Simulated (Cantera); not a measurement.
A Cantera script and what it prints.

```python
import numpy as np
import cantera as ct

gas_names = """
    CL CL2 H HCL H2 Si SiCL SiCL2 SiCL3 SiCL4 SiH SiHCL3 SiH2 SiH2CL2 SiH3 SiH3CL SiH4 Si2 Si3
""".split()
cond_names = """
    Si(cr) Si(L)
""".split()


# ... load() reads the species with a 1 bar reference pressure and builds the phases ...
atoms = {
    'Si2H6': {'Si': 2, 'H': 6},
    'Cl2': {'CL': 2},
    'H2': {'H': 2},
}
top_T = {}  # K; cautious upper limits of use, not melting points


# ... equilibrate(T, P, feed) seeds the gas with the atoms and calls Mixture.equilibrate('TP', solver="vcs", rtol=1e-11, max_steps=5000) ...
results = []
feed = {'Si2H6': 1, 'Cl2': 0.16, 'H2': 780}  # mol
P = 79000  # Pa
for T in [873, 948, 1023, 1098, 1173, 1248, 1323, 1398, 1473, 1548, 1623, 1698, 1773]:
    mix = equilibrate(T, P, feed)
    results.append((T, P, feed, dict(zip(mix.species_names, mix.species_moles))))

top = {s: max(r[3][s] / sum(r[3][g] for g in gas_names) for r in results) for s in gas_names}
cols = sorted((s for s in top if top[s] > 1e-06), key=lambda s: -top[s])[:5]
seen = [c for c in cond_names if any(r[3].get(c, 0) > 1e-12 for r in results)]
print("log10 of partial pressures in bar; condensed amounts in mol")
print(f"{'T/K':>10s}" + "".join(f"{s[:9]:>10s}" for s in cols + seen))
for T, P, feed, n in results:
    ng = sum(n[g] for g in gas_names)
    print(f"{T:10.4g}" + "".join(f"{np.log10(max(n[s] / ng * P / 1e5, 1e-99)):10.3f}" for s in cols)
          + "".join(f"{n.get(c, 0):10.4g}" for c in seen))
```

Output:

```
log10 of partial pressures in bar; condensed amounts in mol
       T/K        H2       HCL         H    SiHCL3      SiH2    Si(cr)     Si(L)
       873    -0.103    -3.652   -10.381    -4.703   -11.967     1.962         0
       948    -0.103    -3.530    -9.332    -5.355   -10.823     1.988         0
      1023    -0.103    -3.501    -8.434    -6.135    -9.847     1.996         0
      1098    -0.103    -3.495    -7.658    -6.862    -9.004     1.998         0
      1173    -0.103    -3.493    -6.980    -7.505    -8.269     1.999         0
      1248    -0.103    -3.493    -6.382    -8.072    -7.623     1.999         0
      1323    -0.103    -3.493    -5.851    -8.575    -7.050     1.999         0
      1398    -0.103    -3.492    -5.376    -9.022    -6.539     1.999         0
      1473    -0.103    -3.492    -4.949    -9.424    -6.081     1.998         0
      1548    -0.103    -3.492    -4.563    -9.786    -5.667     1.997         0
      1623    -0.103    -3.493    -4.212   -10.113    -5.292     1.993         0
      1698    -0.103    -3.493    -3.891   -10.419    -4.958         0     1.986
      1773    -0.103    -3.493    -3.597   -10.757    -4.710         0     1.975
```

Equilibrium computed with Cantera from the NASA thermochemical tables; the gas is ideal and each condensed phase is pure. The feed counts by its element totals alone. Gases not in the tables: Si2H6 and higher silanes.
